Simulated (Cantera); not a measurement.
Gas mixture: CH3OH : C2H6 = 0.94 : 0.55 (molar parts), at 20.0 Torr, frozen composition.

Cantera's kinetic-theory transport with the Lennard-Jones parameters of GRI-Mech 3.0, ideal gas; thermal conductivity in the mixture-averaged form. Polar gases are described roughly by these parameters. The composition is frozen, though it would react at the higher temperatures.

D: mixture-averaged diffusion coefficient of that species in the mixture.

```tsv
T (K)	ρ (kg/m³)	cp (J/kg/K)	μ (µPa s)	λ (mW/m/K)	Pr	D (cm²/s) CH3	D (cm²/s) NO	D (cm²/s) C2H2
400	0.0251	1803	12.8	30.7	0.752	10.6	9.68	(withheld)
600	0.0167	2410	18.8	60.1	0.755	22.3	20.1	(withheld)
800	0.0126	2881	24.3	92.4	0.756	37.1	33.1	(withheld)
1000	0.0100	3252	29.1	125	0.760	54.6	48.6	(withheld)
1200	0.00837	3534	33.6	156	0.760	74.6	66.2	(withheld)
1400	0.00717	3754	37.7	186	0.760	97.0	85.8	(withheld)
1600	0.00628	3924	41.6	215	0.759	121	107	(withheld)
1800	0.00558	4056	45.2	242	0.757	148	131	(withheld)
```

Problem. Complete the blanks.

Solution. 
- 400, D (cm²/s) C2H2: 7.68
- 600, D (cm²/s) C2H2: 16.4
- 800, D (cm²/s) C2H2: 27.6
- 1000, D (cm²/s) C2H2: 40.9
- 1200, D (cm²/s) C2H2: 56.2
- 1400, D (cm²/s) C2H2: 73.2
- 1600, D (cm²/s) C2H2: 91.8
- 1800, D (cm²/s) C2H2: 112
